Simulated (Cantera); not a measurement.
Cantera run, input and output.

```python
import numpy as np
import cantera as ct

gas = ct.Solution("gri30.yaml")


def delay(T, t_max=10):
    gas.TPX = T, 54000, {'CH4': 1, 'O2': 4.26, 'N2': 16}
    reactor = ct.IdealGasReactor(gas, clone=False)
    net = ct.ReactorNet([reactor])
    net.rtol, net.atol = 1e-8, 1e-16
    while net.time < t_max:
        t_old, T_old = net.time, reactor.T
        net.step()
        if reactor.T > T + 400:  # ignition: a rise of 400 K
            return t_old + (T + 400 - T_old) / (reactor.T - T_old) * (net.time - t_old)
    return np.nan


taus = []
for T in [1123, 1223, 1323, 1423, 1523, 1623, 1723]:
    taus.append(delay(T))
    print(f"T0 = {T:6g} K   tau = {taus[-1]:.4e} s")
```

Result:

```
T0 =   1123 K   tau = 1.6280e-01 s
T0 =   1223 K   tau = 3.5370e-02 s
T0 =   1323 K   tau = 9.3201e-03 s
T0 =   1423 K   tau = 3.0268e-03 s
T0 =   1523 K   tau = 1.2050e-03 s
T0 =   1623 K   tau = 5.6114e-04 s
T0 =   1723 K   tau = 2.9121e-04 s
```

Model: GRI-Mech 3.0 (53 species, 325 reactions), integrated in Cantera.
